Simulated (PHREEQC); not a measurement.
0.79 g of hydrous ferric oxide (600 m²/g; 0.2 weak and 0.005 strong sites per Fe, Dzombak-Morel constants, diffuse double layer) in 1 kg of water with 0.1 mol/kgw of an inert sodium salt, at 25 °C; the pH is set by adding NaOH or the inert anion's acid. Oxygen alone is held at its pressure in air (log pO2 = -0.68). CO2 from the air is kept out. Nothing may precipitate in this run.

Equilibrium calculation in PHREEQC: ion-association model, wateq4f.dat.

| pH | surface charge σ (C/m²) | surface potential ψ (mV) |
|---|---|---|
| 3 | 0.363 | 152 |
| 3.67 | 0.342 | 150 |
| 4.33 | 0.291 | 141 |
| 5 | 0.215 | 126 |
| 5.67 | 0.142 | 105 |
| 6.33 | 0.086 | 81 |
| 7 | 0.045 | 52 |
| 7.67 | 0.016 | 21 |
| 8.33 | -0.008 | -11 |
| 9 | -0.034 | -42 |
| 9.67 | -0.071 | -72 |
| 10.33 | -0.121 | -97 |
| 11 | -0.190 | -120 |

The oxide is taken as insoluble; below pH 4 it would dissolve.
